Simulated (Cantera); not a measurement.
What does this Cantera script print?

```python
import numpy as np
import cantera as ct

gas_names = [...]  # 109 gases of nasa_gas.yaml made of C, Cl, H, Si
cond_names = """
    C(gr) C6H6(L) C7H8(L) C8H18(L),n-octa Si(cr) Si(L) SiC(b)
""".split()


# ... load() reads the species with a 1 bar reference pressure and builds the phases ...
atoms = {
    '(CH3)2SiCl2': {'C': 2, 'H': 6, 'Si': 1, 'CL': 2},
    'H2': {'H': 2},
}
top_T = {'C(gr)': 4500, 'SiC(b)': 3050}  # K; cautious upper limits of use, not melting points


# ... equilibrate(T, P, feed) seeds the gas with the atoms and calls Mixture.equilibrate('TP', solver="vcs", rtol=1e-11, max_steps=5000) ...
results = []
T = 2475  # K
P = 470  # Pa
for m in [43, 54, 68, 85, 110, 130, 170, 210, 260, 320, 400]:
    feed = {'(CH3)2SiCl2': 1, 'H2': m}  # mol
    mix = equilibrate(T, P, feed)
    results.append((T, P, feed, dict(zip(mix.species_names, mix.species_moles))))

top = {s: max(r[3][s] / sum(r[3][g] for g in gas_names) for r in results) for s in gas_names}
cols = sorted((s for s in top if top[s] > 1e-05), key=lambda s: -top[s])[:8]
seen = [c for c in cond_names if any(r[3].get(c, 0) > 1e-12 for r in results)]
print("log10 of partial pressures in bar; condensed amounts in mol")
print(f"{'n(H2)':>10s}" + "".join(f"{s[:9]:>10s}" for s in cols + seen))
for T, P, feed, n in results:
    ng = sum(n[g] for g in gas_names)
    print(f"{feed['H2']:10.4g}" + "".join(f"{np.log10(max(n[s] / ng * P / 1e5, 1e-99)):10.3f}" for s in cols)
          + "".join(f"{n.get(c, 0):10.4g}" for c in seen))
```

Result:

```
log10 of partial pressures in bar; condensed amounts in mol
     n(H2)        H2         H       HCL        Si        CL C2H2,acet      SiC2       SiH     C(gr)
        43    -2.501    -2.898    -3.884    -4.185    -4.431    -4.513    -4.802    -5.997    0.8507
        54    -2.496    -2.896    -3.972    -4.272    -4.522    -4.508    -4.890    -6.082     0.663
        68    -2.492    -2.894    -4.064    -4.363    -4.616    -4.504    -4.981    -6.170    0.4242
        85    -2.488    -2.892    -4.154    -4.453    -4.708    -4.500    -5.070    -6.258    0.1345
       110    -2.484    -2.890    -4.260    -4.547    -4.815    -4.557    -5.225    -6.350         0
       130    -2.482    -2.889    -4.329    -4.606    -4.886    -4.616    -5.346    -6.408         0
       170    -2.480    -2.888    -4.442    -4.704    -4.999    -4.714    -5.544    -6.505         0
       210    -2.478    -2.887    -4.531    -4.783    -5.089    -4.794    -5.705    -6.584         0
       260    -2.476    -2.886    -4.621    -4.866    -5.181    -4.876    -5.871    -6.665         0
       320    -2.475    -2.885    -4.710    -4.947    -5.270    -4.957    -6.035    -6.746         0
       400    -2.474    -2.885    -4.805    -5.036    -5.366    -5.046    -6.214    -6.835         0
```

Cantera equilibrium calculation (NASA polynomials, part measured and part estimated; ideal gas, pure solids and liquids). The feed counts by its element totals alone. The tables' values for SiCl are old estimates; treat these amounts as uncertain. Gases not in the tables: Si2H6 and higher silanes.
